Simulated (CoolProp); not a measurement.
Vapour-liquid equilibrium of p-xylene (1) + n-nonane (2) at 2.95 bar; x and y are mole fractions of (1).

Model: multi-fluid Helmholtz-energy mixture model, Zhou 2012 and Lemmon 2006; pair parameters Bell 2016, in CoolProp.

```
x     bubble temperature (°C)  y at the bubble point  dew temperature at overall composition x (°C)  liquid density (mol/L)
----  -----------------------  ---------------------  ---------------------------------------------  ----------------------
0.05                    195.5                  0.064                                          195.7                   4.481
0.2                     193.2                  0.243                                          193.7                   4.742
0.35                    191.1                  0.406                                          191.8                   5.027
0.5                     189.2                  0.557                                          189.9                   5.340
0.65                    187.4                  0.700                                          188.0                   5.685
0.8                     185.6                  0.834                                          186.1                   6.068
0.95                    183.9                  0.960                                          184.1                   6.495
```

No azeotrope shows between x = 0.05 and 0.95.

Pair parameters are fitted to limited data, so mixtures are less certain than the pure fluids.
